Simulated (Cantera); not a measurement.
Input: 1 mol trisilylamine, 0.68 mol NH3, 0.59 mol H2, equilibrated at 1850 K and 435 Torr.

Cantera equilibrium calculation (NASA polynomials, part measured and part estimated; ideal gas, pure solids and liquids). Candidate condensed phases: Si, Si3N4; 18 gas species. The feed counts by its element totals alone. Mutual solubility and eutectic melting of coexisting phases are not modelled. Gases not in the tables: Si2H6 and higher silanes. Rates play no part.

Base state: H2 0.966, N2 0.0336, H 0.000695, SiH2 4.07e-5, Si 1.11e-5 (mole fractions); condensed: Si(l) + Si3N4(s).

### Question
What changes in the equilibrium state with this change: temperature from 1850 K to 1523.15 K?

### Answer
| species | before | after |
|---|---|---|
| H2 | 0.966 | 1.000 |
| N2 | 0.0336 | 0.000128 |
| H | 0.000695 | 3.04e-5 |
| SiH2 | 4.07e-5 | 2.01e-6 |
| Si | 1.11e-5 | 3.12e-8 |
| Si(l), mol | 2.06 | 0 |
| Si3N4(s), mol | 0.314 | 0.420 |
| Si(s), mol | 0 | 1.74 |
